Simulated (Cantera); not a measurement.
A Cantera script and what it prints.

```python
import numpy as np
import cantera as ct

gas_names = """
    H HO2 H2 H2O H2O2 O OH O2 O3 V VO VO2
""".split()
cond_names = """
    H2O(s) H2O(L) V(cr) V(L) VO(s) VO(L) V2O3(s) V2O3(L) V2O4(I) V2O4(II) V2O4(L) V2O5(s) V2O5(L)
""".split()


# ... load() reads the species with a 1 bar reference pressure and builds the phases ...
atoms = {
    'V2O5': {'V': 2, 'O': 5},
    'H2': {'H': 2},
}
top_T = {}  # K; cautious upper limits of use, not melting points


# ... equilibrate(T, P, feed) seeds the gas with the atoms and calls Mixture.equilibrate('TP', solver="vcs", rtol=1e-11, max_steps=5000) ...
results = []
feed = {'V2O5': 1, 'H2': 110}  # mol
P = 1333.22  # Pa
for T in [700, 800, 900, 1000, 1100, 1200, 1300, 1400, 1500, 1600, 1700, 1800, 1900]:
    mix = equilibrate(T, P, feed)
    results.append((T, P, feed, dict(zip(mix.species_names, mix.species_moles))))
    x = sorted(zip(gas.X, gas.species_names), reverse=True)
    print(f"T = {T:g} K  P = {P:g} Pa  gas = {mix.phase_moles(0):.4g} mol")
    print("   x: " + "  ".join(f"{s} {v:.3e}" for v, s in x if v > 1e-05))
    print("   condensed (mol): " + ("  ".join(f"{mix.phase(i).name} {mix.phase_moles(i):.4g}"
          for i in range(1, mix.n_phases) if mix.phase_moles(i) > 1e-12) or "none"))
```

It prints:

```
T = 700 K  P = 1333.22 Pa  gas = 110 mol
   x: H2 9.818e-01  H2O 1.818e-02
   condensed (mol): V2O3(s) 1
T = 800 K  P = 1333.22 Pa  gas = 110 mol
   x: H2 9.818e-01  H2O 1.818e-02
   condensed (mol): V2O3(s) 1
T = 900 K  P = 1333.22 Pa  gas = 110 mol
   x: H2 9.818e-01  H2O 1.818e-02
   condensed (mol): V2O3(s) 1
T = 1000 K  P = 1333.22 Pa  gas = 110 mol
   x: H2 9.818e-01  H2O 1.818e-02
   condensed (mol): V2O3(s) 1
T = 1100 K  P = 1333.22 Pa  gas = 110 mol
   x: H2 9.818e-01  H2O 1.818e-02
   condensed (mol): V2O3(s) 1
T = 1200 K  P = 1333.22 Pa  gas = 110 mol
   x: H2 9.818e-01  H2O 1.818e-02
   condensed (mol): V2O3(s) 1
T = 1300 K  P = 1333.22 Pa  gas = 110 mol
   x: H2 9.818e-01  H2O 1.818e-02
   condensed (mol): V2O3(s) 1
T = 1400 K  P = 1333.22 Pa  gas = 110 mol
   x: H2 9.818e-01  H2O 1.818e-02  H 4.174e-05
   condensed (mol): V2O3(s) 1
T = 1500 K  P = 1333.22 Pa  gas = 110 mol
   x: H2 9.817e-01  H2O 1.818e-02  H 1.510e-04
   condensed (mol): V2O3(s) 1
T = 1600 K  P = 1333.22 Pa  gas = 110 mol
   x: H2 9.814e-01  H2O 1.818e-02  H 4.665e-04
   condensed (mol): V2O3(s) 1
T = 1700 K  P = 1333.22 Pa  gas = 110.1 mol
   x: H2 9.806e-01  H2O 1.817e-02  H 1.264e-03
   condensed (mol): V2O3(s) 0.9997
T = 1800 K  P = 1333.22 Pa  gas = 110.2 mol
   x: H2 9.788e-01  H2O 1.813e-02  H 3.068e-03  VO2 3.556e-05
   condensed (mol): V2O3(s) 0.9978
T = 1900 K  P = 1333.22 Pa  gas = 110.4 mol
   x: H2 9.725e-01  H2O 2.049e-02  H 6.778e-03  VO2 1.946e-04  VO 2.843e-05  OH 1.173e-05
   condensed (mol): VO(s) 0.545  V2O3(s) 0.7152
```

Cantera equilibrium calculation (NASA polynomials, part measured and part estimated; ideal gas, pure solids and liquids). Mutual solubility and eutectic melting of coexisting phases are not modelled. VO: taken at fixed stoichiometry. Condensed phases not in the tables: the oxides between V2O3 and V2O5 other than VO2.
